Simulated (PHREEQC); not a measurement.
Synthetic water in mg/L, 25 °C, pH 7.01, pe 0.7:

```
constituent           mg/L
------------------  ------
Na                   13500
K                     3740
Ca                     621
Mg                    1110
Cl                   12500
S(6) as SO4           7850
Alkalinity as HCO3  0.0795
Li                    9.96
```

Valence states are taken as typed.

Computed with PHREEQC (ion-association model, phreeqc.dat).

**Question.** The ionic strength comes out as 0.713 mol/kgw. What activity coefficients do K+, Cl-, Na+, Ca+2, NaSO4- get?

**Answer.** K+ 0.62, Cl- 0.63, Na+ 0.72, Ca+2 0.25, NaSO4- 0.67.

This is a speciation only: nothing precipitates in the calculation. Caution: at this ionic strength the ion-association model is outside its range; a Pitzer model would be the better tool where its parameters exist.
